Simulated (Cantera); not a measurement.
An isothermal, constant-pressure homogeneous reactor starts with CO : O₂ : H₂O : N₂ = 0.0019 : 0.019 : 0.0056 : 1 (molar parts), at 1300 K and 10.0 bar.

Detailed kinetics in Cantera: GRI-Mech 3.0 (53 species, 325 reactions).

One state of this run: x CO = 6.80e-10; x O₂ = 0.0176; x H₂O = 0.00546; x NO = 2.90e-8; x O = 7.47e-9; x H₂O₂ = 1.26e-10. x: mole fraction; the columns are a selection and need not sum to one.

Task: Which value of t (s) does it belong to?
A) 0.00155
B) 8.00e-5
C) 0.00415
D) 11.2

Result: D, 11.2
